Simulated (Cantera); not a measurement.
Charge: 1 mol TiO₂, 5.7 mol C, 0.52 mol CO, held at 2227 °C.

Cantera equilibrium calculation (NASA polynomials, part measured and part estimated; ideal gas, pure solids and liquids). Candidate condensed phases: C, Ti, TiC, TiO, TiO₂, Ti₂O₃, Ti₃O₅, Ti₄O₇; 15 gas species. TiC: taken at fixed stoichiometry. Rates play no part.

Problem. At 100 Pa, list the 5 most abundant gas species with their mole fractions, and the condensed phases.

Solution. CO 0.998, Ti 0.00171, C₃ 0.000497, C 0.000166, C₂ 4.58e-5. Condensed: C(graphite) + TiC(s).
